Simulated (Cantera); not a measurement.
What does this Cantera script print?

```python
import numpy as np
import cantera as ct

gas_names = """
    NF3 BCL3 CL2 F2
""".split()
cond_names = """
    BN(s)
""".split()


def load(file, names, dense=False):
    # The tables refer to 1 bar. Condensed volumes are neglected.
    table = {s.name: s for s in ct.Species.list_from_file(file)}
    out = []
    for n in names:
        d = dict(table[n].input_data)
        d["thermo"] = dict(d["thermo"], **{"reference-pressure": 1e5})
        if dense:
            d["equation-of-state"] = {"model": "constant-volume", "density": "1e6 g/cm^3"}
        out.append(ct.Species.from_dict(d))
    return out


species = {s.name: s for s in load("nasa_gas.yaml", gas_names) + load("nasa_condensed.yaml", cond_names)}
# Each term lists the table entries of one substance; the one whose range holds T is used.
reactions = {
    '2 NF3(g) + 2 BCl3(g) = 3 Cl2(g) + 2 BN + 3 F2(g)':
        [(-2, ['NF3']), (-2, ['BCL3']), (3, ['CL2']), (2, ['BN(s)']), (3, ['F2'])],
}


def pick(names, T):
    return next(species[n] for n in names if species[n].thermo.min_temp <= T <= species[n].thermo.max_temp)


results = []
for label, terms in reactions.items():
    print(label)
    print("     T/K   dH/kJ  dS/(J/K)   dG/kJ   log10 K")
    for T in [2000, 2100, 2200, 2300, 2400, 2500, 2600, 2700]:
        used = [(nu, pick(names, T)) for nu, names in terms]
        dH = sum(nu * s.thermo.h(T) for nu, s in used) / 1e6
        dS = sum(nu * s.thermo.s(T) for nu, s in used) / 1e3
        dG = dH - T * dS / 1e3
        logK = -dG * 1e6 / (ct.gas_constant * T * np.log(10))
        results.append((label, T, dH, dS, dG, logK, [s.name for _, s in used]))
        print(f"{T:8g} {dH:8.1f} {dS:8.1f} {dG:8.1f} {logK:8.2f}")
```

It prints:

```
2 NF3(g) + 2 BCl3(g) = 3 Cl2(g) + 2 BN + 3 F2(g)
     T/K   dH/kJ  dS/(J/K)   dG/kJ   log10 K
    2000    556.0    193.0    170.0    -4.44
    2100    555.5    192.8    150.7    -3.75
    2200    555.0    192.5    131.4    -3.12
    2300    554.4    192.3    112.2    -2.55
    2400    553.8    192.0     93.0    -2.02
    2500    553.2    191.8     73.8    -1.54
    2600    552.6    191.5     54.6    -1.10
    2700    551.9    191.3     35.5    -0.69
```

Source: NASA polynomial tables (part measured, part estimated), evaluated in Cantera. Condensed species are held in their standard states even where they would react or evaporate.
